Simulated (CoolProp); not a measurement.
Properties of n-perfluorohexane along the isotherm 450 K.

Values from CoolProp's reference Helmholtz-energy equation of state, Gao 2022.

```json
[
 {"p (kPa)": "2180", "phase": "supercritical", "cv (kJ/(kg K))": "1.052", "speed of sound (m/s)": "81.50", "Joule-Thomson coefficient (K/MPa)": "4.402"},
 {"p (kPa)": "4350", "phase": "supercritical", "cv (kJ/(kg K))": "1.031", "speed of sound (m/s)": "168.8", "Joule-Thomson coefficient (K/MPa)": "0.8189"},
 {"p (kPa)": "6530", "phase": "supercritical", "cv (kJ/(kg K))": "1.026", "speed of sound (m/s)": "217.1", "Joule-Thomson coefficient (K/MPa)": "0.3538"},
 {"p (kPa)": "8710", "phase": "supercritical", "cv (kJ/(kg K))": "1.023", "speed of sound (m/s)": "253.7", "Joule-Thomson coefficient (K/MPa)": "0.1552"},
 {"p (kPa)": "10900", "phase": "supercritical", "cv (kJ/(kg K))": "1.021", "speed of sound (m/s)": "284.0", "Joule-Thomson coefficient (K/MPa)": "0.04198"},
 {"p (kPa)": "13100", "phase": "supercritical", "cv (kJ/(kg K))": "1.020", "speed of sound (m/s)": "310.4", "Joule-Thomson coefficient (K/MPa)": "-0.03197"},
 {"p (kPa)": "15200", "phase": "supercritical", "cv (kJ/(kg K))": "1.019", "speed of sound (m/s)": "332.7", "Joule-Thomson coefficient (K/MPa)": "-0.08211"},
 {"p (kPa)": "17400", "phase": "supercritical", "cv (kJ/(kg K))": "1.019", "speed of sound (m/s)": "353.9", "Joule-Thomson coefficient (K/MPa)": "-0.1215"}
]
```
